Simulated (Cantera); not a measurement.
# Premixed flame

A freely propagating, adiabatic, planar premixed flame of 44.4 % H2, 11.7 % O2, 43.9 % N2, unburnt at 323 K and 101000 Pa; mixture-averaged transport, grid criteria slope 0.08 and curve 0.16, no radiation.

Computed with Cantera and the H2/O2 subset of GRI-Mech 3.0, which has no nitrogen chemistry. Burning velocities carry a grid error of a few per cent, more on coarse grids.

| z (mm) | T (K) | u (m/s) | x H2 | x O2 | x H2O | x H | x O | x H2O2 |
|---|---|---|---|---|---|---|---|---|
| -0.989 | 323 | 3.42 | 0.444 | 0.117 | <1e-8 | <1e-8 | <1e-8 | <1e-8 |
| -0.659 | 323 | 3.42 | 0.444 | 0.117 | <1e-8 | <1e-8 | <1e-8 | <1e-8 |
| -0.495 | 323 | 3.42 | 0.444 | 0.117 | <1e-8 | <1e-8 | <1e-8 | <1e-8 |
| -0.330 | 323 | 3.42 | 0.444 | 0.117 | 2.96e-7 | <1e-8 | <1e-8 | <1e-8 |
| -0.165 | 344 | 3.62 | 0.439 | 0.118 | 0.000320 | 3.28e-6 | 1.43e-6 | 8.54e-6 |
| -0.0824 | 621 | 6.33 | 0.406 | 0.113 | 0.0194 | 0.00341 | 0.000139 | 0.000100 |
| 0 | 1044 | 10.3 | 0.334 | 0.0871 | 0.0812 | 0.0264 | 0.00149 | 1.36e-5 |
| 0.0824 | 1347 | 13.2 | 0.251 | 0.0405 | 0.172 | 0.0578 | 0.00329 | 1.56e-6 |
| 0.165 | 1503 | 14.7 | 0.208 | 0.0121 | 0.226 | 0.0719 | 0.00236 | 8.74e-7 |
| 0.330 | 1631 | 15.8 | 0.198 | 0.00132 | 0.248 | 0.0683 | 0.00115 | 5.02e-7 |
| 0.659 | 1745 | 16.8 | 0.205 | 0.000448 | 0.252 | 0.0543 | 0.000804 | 2.99e-7 |
| 1.32 | 1854 | 17.7 | 0.214 | 0.000263 | 0.255 | 0.0396 | 0.000497 | 1.57e-7 |
| 2.64 | 1944 | 18.4 | 0.221 | 0.000133 | 0.258 | 0.0271 | 0.000258 | 7.74e-8 |
x: mole fraction of selected species; z is measured from the peak of heat release.

The laminar burning velocity comes out as 342 cm/s, the thermal thickness is 0.330 mm and the peak x(H) comes out as 0.0729. The peak x(O) is 0.00329 and the peak x(H2O2) comes out as 0.000102. The grid points comes out as 124.
